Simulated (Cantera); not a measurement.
A closed system holds: 1 mol SiC, 0.053 mol CO₂, 60 mol N₂, 0.49 mol O₂, at 1.10 Pa.

These are equilibrium values from Cantera (NASA tables, ideal gas, pure condensed phases), not measurements of a reactor. Candidate condensed phases: C, Si, SiC, SiO₂, Si₂N₂O, Si₃N₄; 34 gas species. Equilibrium is a limit: real reactors are often held back by kinetics, nucleation or transport. All values below are at 1523 K.

Base state: N₂ 0.982, CO 0.00945, SiO 0.00832, Si 0.000264 (mole fractions); condensed: SiC(s).

Problem. What changes in the equilibrium state with this change: CO₂ from 0.053 to 2 mol?

Solution. 
| species | before | after |
|---|---|---|
| N₂ | 0.982 | 0.950 |
| CO | 0.00945 | 0.0454 |
| SiO | 0.00832 | 0.00242 |
| CO₂ | <1e-9 | 0.00210 |
| Si | 0.000264 | <1e-9 |
| SiC(s), mol | 0.475 | 0 |
| SiO₂(β-quartz), mol | 0 | 0.847 |
The tables hold silica as quartz up to 1696 K and as liquid above; real silica turns to tridymite and cristobalite and melts near 1996 K.

Problem. What changes in the equilibrium state with this change: pressure from 1.10 Pa to 85.0 mbar?

Solution. 
```json
[
 {"species": "N₂", "before": "0.982", "after": "0.990"},
 {"species": "CO", "before": "0.00945", "after": "0.00975"},
 {"species": "SiO", "before": "0.00832", "after": "6.40e-6"},
 {"species": "Si", "before": "0.000264", "after": "<1e-9"},
 {"species": "SiC(s), mol", "before": "0.475", "after": "0"},
 {"species": "C(graphite), mol", "before": "0", "after": "0.467"},
 {"species": "Si₂N₂O(s), mol", "before": "0", "after": "0.500"}
]
```
